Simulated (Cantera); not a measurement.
An isothermal plug-flow reactor at 750 K and 100000 Pa (inlet), inlet velocity 1.4 m/s, active area per volume 180 1/m; feed CO : O2 : N2 : H2O = 0.0075 : 0.066 : 0.79 : 0.0051 (molar parts), equivalence ratio 0.057.

Computed with Cantera and Deutschmann's 1995 Pt surface mechanism with GRI-Mech 3.0 gas chemistry. Catalytic surfaces can have several steady states; this one follows from the mechanism file's or the stated starting coverage. Mass transfer to the wall is taken as infinitely fast.

**Question.** What does this change do: pressure from 100000 Pa to 230000 Pa?

**Answer.** 
| quantity | before | after |
|---|---|---|
| x(CO) at z = 0.03 m | 0.00135 | 0.00206 |
| x(O2) at z = 0.03 m | 0.0726 | 0.0729 |
| x(H2O) at z = 0.03 m | 0.00589 | 0.00589 |
| x(CO2) at z = 0.03 m | 0.00731 | 0.00660 |
| θ(free Pt) at the exit | 0.0247 | 0.0193 |
| θ(O*) at the exit | 0.973 | 0.978 |
| θ(OH*) at the exit | 0.00169 | 0.00227 |

**Question.** What does this change do: temperature 750 to 600 K?

**Answer.** 
| quantity | before | after |
|---|---|---|
| x(CO) at z = 0.03 m | 0.00135 | 0.00784 |
| x(O2) at z = 0.03 m | 0.0726 | 0.0756 |
| x(H2O) at z = 0.03 m | 0.00589 | 0.00587 |
| x(CO2) at z = 0.03 m | 0.00731 | 0.000794 |
| θ(free Pt) at the exit | 0.0247 | 0.0130 |
| θ(O*) at the exit | 0.973 | 0.0244 |
